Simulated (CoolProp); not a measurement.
Oxygen along the isobar 5.82 MPa: Z from the reference equation and from simpler models built on Tc = -118.6 °C, pc = 5.046 MPa, ω = 0.022; each cubic takes its own stable root.

Model: reference Helmholtz-energy equation of state, Schmidt 1985, in CoolProp.

```tsv
T (°C)	phase	reference
-157.15	liquid	0.1891
-148.75	liquid	0.1855
-140.35	liquid	0.1847
-132.05	liquid	0.1879
-123.65	liquid	0.1996
-115.35	supercritical	0.2791
-106.95	supercritical	0.5772
-98.55	supercritical	0.6749
-90.25	supercritical	0.7363
-81.85	supercritical	0.7814
-73.45	supercritical	0.8160
-65.15	supercritical	0.8432
-56.75	supercritical	0.8658
-48.45	supercritical	0.8842
-40.05	supercritical	0.9000
```

Problem. How far does each simpler model (van der Waals, Soave-Redlich-Kwong, Peng-Robinson) lie from the reference over these 15 states: mean and median of the absolute difference, and the worst?

Solution. 
- van der Waals: mean 16.6 %, median 2.4 %, worst +42.7 % at -157.15 °C and 5.82 MPa
- Soave-Redlich-Kwong: mean 3.1 %, median 0.6 %, worst +15.1 % at -115.35 °C and 5.82 MPa
- Peng-Robinson: mean 4.5 %, median 3.7 %, worst -10.2 % at -157.15 °C and 5.82 MPa
